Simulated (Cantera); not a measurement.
Feed: 1 mol BN, 0.35 mol H2, held at 101000 Pa.

Cantera equilibrium calculation (NASA polynomials, part measured and part estimated; ideal gas, pure solids and liquids). Candidate condensed phases: B, BN; 15 gas species. Mutual solubility and eutectic melting of coexisting phases are not modelled. The tables' values for BH2 are old estimates; treat these amounts as uncertain. Gases not in the tables: B2H6 and higher boranes. The numbers say what is thermodynamically allowed, not how fast it happens. All values below are at 2373 K.

Base state: H2 0.970, H 0.0137, N2 0.0132, BH2 0.00267, BH3 7.51e-5, B 2.37e-5, BH 1.69e-5 (mole fractions); condensed: B(l) + BN(s).

### Question
What changes in the equilibrium state with this change: pressure from 101000 Pa to 840 Pa?

### Answer
| species | before | after |
|---|---|---|
| N2 | 0.0132 | 0.560 |
| H2 | 0.970 | 0.346 |
| H | 0.0137 | 0.0897 |
| B | 2.37e-5 | 0.00285 |
| BN | 1.32e-6 | 9.41e-5 |
| BH3 | 7.51e-5 | 1.46e-6 |
| BH | 1.69e-5 | 0.000111 |
| BH2 | 0.00267 | 0.000952 |
| B(l), mol | 0.00847 | 0.996 |
| BN(s), mol | 0.991 | 0 |
